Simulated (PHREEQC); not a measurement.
**Acid rinse or clean: an equilibrium model**

Dissolve 0.015 mol/kgw HBr and 0.24 mol/kgw NaCl at 25 °C. Closed to the air; pH follows from the charge balance.

Model: ion-association model, phreeqc.dat, run in PHREEQC.

Each row changes one thing in this solution. This is a speciation only: nothing precipitates in the calculation.

```json
[
 {"case": "as made", "pH": "1.93", "SI of Halite (NaCl)": "-3.10"},
 {"case": "HBr from 0.015 to 0.0135 mol/kgw", "pH": "1.97", "SI of Halite (NaCl)": "-3.10"},
 {"case": "HBr from 0.015 to 0.15 mol/kgw", "pH": "0.94", "SI of Halite (NaCl)": "-3.13"},
 {"case": "HBr left out", "pH": "6.97", "SI of Halite (NaCl)": "-3.09"},
 {"case": "HBr replaced by NH4Br at the same molality", "pH": "5.69", "SI of Halite (NaCl)": "-3.10"},
 {"case": "HBr replaced by BaBr2 at the same molality", "pH": "6.96", "SI of Halite (NaCl)": "-3.11"},
 {"case": "0.018 mol/kgw LiOH added", "pH": "11.31", "SI of Halite (NaCl)": "-3.10"}
]
```

Species that the database lacks are ignored.
